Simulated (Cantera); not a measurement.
## Silicon etching in halogen gases: Si + Cl2

A closed system holds: 1 mol Si, 9.8 mol Cl2, held at 1027 °C.

Cantera equilibrium calculation (NASA polynomials, part measured and part estimated; ideal gas, pure solids and liquids). Candidate condensed phases: Si; 9 gas species. The tables' values for SiCl3 are old estimates; treat these amounts as uncertain. Rates play no part.

```
P (Pa)    x Cl   x Cl2  x SiCl4   x SiCl3
------  ------  ------  -------  --------
1        0.886  0.0510   0.0632  0.000101
4.20     0.769   0.161   0.0699   3.07e-5
18       0.556   0.362   0.0820   1.16e-5
75       0.341   0.565   0.0943   5.23e-6
320      0.185   0.712    0.103   2.47e-6
1300    0.0970   0.795    0.108   1.22e-6
5600    0.0481   0.841    0.111   5.84e-7
24000   0.0235   0.864    0.112   2.82e-7
100000  0.0116   0.875    0.113   1.38e-7
```
x: gas mole fraction; nothing condenses.

From 0.00750 Torr to 750 Torr nothing is condensed. The main Si-bearing gas is SiCl4 throughout.
